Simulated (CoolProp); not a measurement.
Vapour-liquid equilibrium of propane (1) + n-butane (2) at 0.018 MPa; x and y are mole fractions of (1).

The numbers come from the multi-fluid Helmholtz-energy mixture model, Lemmon 2009 and Bücker 2006; pair parameters Kunz 2012 in CoolProp.

| x | bubble temperature, mixture model (K) | bubble temperature, Raoult's law (K) | y, mixture model | y, Raoult's law |
|---|---|---|---|---|
| 0.05 | 229.9 | 229.8 | 0.257 | 0.266 |
| 0.15 | 222.7 | 222.5 | 0.561 | 0.570 |
| 0.25 | 217.3 | 217.1 | 0.723 | 0.729 |
| 0.35 | 213.1 | 213.0 | 0.818 | 0.821 |
| 0.45 | 209.7 | 209.6 | 0.878 | 0.880 |
| 0.55 | 206.8 | 206.8 | 0.919 | 0.920 |
| 0.65 | 204.4 | 204.4 | 0.947 | 0.947 |
| 0.75 | 202.3 | 202.3 | 0.967 | 0.968 |
| 0.85 | 200.5 | 200.5 | 0.983 | 0.983 |
| 0.95 | 198.9 | 198.9 | 0.995 | 0.995 |

The largest gap from Raoult's law is +0.2 K in bubble temperature, at x = 0.15. No azeotrope shows between x = 0.05 and 0.95.

Pair parameters are fitted to limited data, so mixtures are less certain than the pure fluids.
